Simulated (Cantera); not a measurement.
Input (Python, Cantera):

```python
import numpy as np
import cantera as ct

gas = ct.Solution("gri30.yaml")
gas.TPX = 425, 45000, {'CH4': 1, 'O2': 1.33, 'N2': 5.01}
inlet = ct.Reservoir(gas, clone=True)
gas.equilibrate("HP")  # start burning
reactor = ct.IdealGasConstPressureReactor(gas, energy="on", clone=False)
exhaust = ct.Reservoir(gas, clone=True)
tau = [0.076, 0.033, 0.014, 0.006, 0.0025, 0.0011, 0.00047, 0.0002, 8.5e-05, 3.6e-05, 1.6e-05][0]
for a, b in ((inlet, reactor), (reactor, exhaust)):
    ct.MassFlowController(a, b, mdot=lambda t: reactor.mass / tau)
net = ct.ReactorNet([reactor])
show = ['CH4', 'O2', 'H', 'H2O', 'CH3', 'CH2', 'C2H']

rows = []
print(f"{'tau/s':>10s}{'T/K':>9s}" + "".join(f"{s:>11s}" for s in show))
for tau in [0.076, 0.033, 0.014, 0.006, 0.0025, 0.0011, 0.00047, 0.0002, 8.5e-05, 3.6e-05, 1.6e-05]:
    net.initial_time = 0.0
    net.advance(30 * tau)
    before = gas.X
    net.advance(40 * tau)
    drift = np.max(np.abs(gas.X - before) / (gas.X + 1e-9))
    rows.append([gas.T, *gas[show].X, drift])
    print(f"{tau:10.3e}{gas.T:9.1f}" + "".join(f"{x:11.3e}" for x in gas[show].X))
```

Result:

```
     tau/s      T/K        CH4         O2          H        H2O        CH3        CH2        C2H
 7.600e-02   1975.6  3.317e-04  2.129e-04  1.767e-03  1.678e-01  1.263e-04  2.619e-06  2.761e-08
 3.300e-02   1971.5  4.850e-04  4.064e-04  2.105e-03  1.679e-01  2.127e-04  5.027e-06  6.806e-08
 1.400e-02   1965.0  7.227e-04  7.956e-04  2.490e-03  1.681e-01  3.583e-04  9.469e-06  1.582e-07
 6.000e-03   1954.4  1.105e-03  1.574e-03  2.867e-03  1.685e-01  5.959e-04  1.693e-05  3.282e-07
 2.500e-03   1933.3  1.818e-03  3.311e-03  3.183e-03  1.686e-01  1.006e-03  2.894e-05  5.957e-07
 1.100e-03   1888.2  3.371e-03  7.434e-03  3.163e-03  1.675e-01  1.690e-03  4.299e-05  8.256e-07
 4.700e-04    425.0  1.362e-01  1.812e-01 -7.035e-30 -3.459e-15 -3.803e-19  1.109e-35 -4.273e-48
 2.000e-04    425.0  1.362e-01  1.812e-01  3.588e-34  2.303e-19  2.537e-23 -6.832e-36 -2.224e-53
 8.500e-05    425.0  1.362e-01  1.812e-01  2.823e-35  1.455e-20  1.623e-24 -6.377e-38  1.251e-58
 3.600e-05    425.0  1.362e-01  1.812e-01  2.168e-36  9.189e-22  1.111e-25  2.130e-38  7.564e-61
 1.600e-05    425.0  1.362e-01  1.812e-01  1.340e-37  5.804e-23  1.084e-26  1.049e-39  3.274e-63
```

Computed with Cantera and GRI-Mech 3.0 (53 species, 325 reactions).
